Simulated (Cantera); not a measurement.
A perfectly stirred reactor is fed with C2H6 : H2 = 1 : 23 (molar parts), at 0.00400 bar; it is held at 1900 K, and followed from long to short residence time.

Computed with Cantera and GRI-Mech 3.0 (53 species, 325 reactions). GRI-Mech 3.0 stops at C3 and has no aromatics, soot or wall deposition, so with more carbon than oxygen in the feed, carbon stays in small species such as C2H2 where larger ones or solid carbon would form. Radical loss at walls, strong at low pressure, is not modelled.

x: mole fraction; the columns are a selection and need not sum to one.

| τ (s) | x C2H6 | x H2 | x C2H2 | x CH2 | x C2H4 |
|---|---|---|---|---|---|
| 0.64 | 9.05e-6 | 0.949 | 0.0327 | 9.84e-6 | 6.18e-5 |
| 0.30 | 1.94e-5 | 0.946 | 0.0302 | 1.27e-5 | 0.000121 |
| 0.14 | … | 0.942 | … | … | … |
| 0.062 | … | 0.938 | … | … | … |
| 0.029 | 0.000182 | 0.934 | 0.0197 | 2.67e-5 | 0.000699 |
| 0.013 | 0.000383 | 0.929 | 0.0157 | 3.29e-5 | 0.00115 |
| 0.0060 | 0.000786 | 0.926 | 0.0120 | 3.89e-5 | 0.00179 |

**Question.** What belongs in the gaps?

**Answer.** 
- 0.14, x C2H6: 4.09e-5
- 0.14, x C2H2: 0.0272
- 0.14, x CH2: 1.64e-5
- 0.14, x C2H4: 0.000226
- 0.062, x C2H6: 8.91e-5
- 0.062, x C2H2: 0.0235
- 0.062, x CH2: 2.13e-5
- 0.062, x C2H4: 0.000416
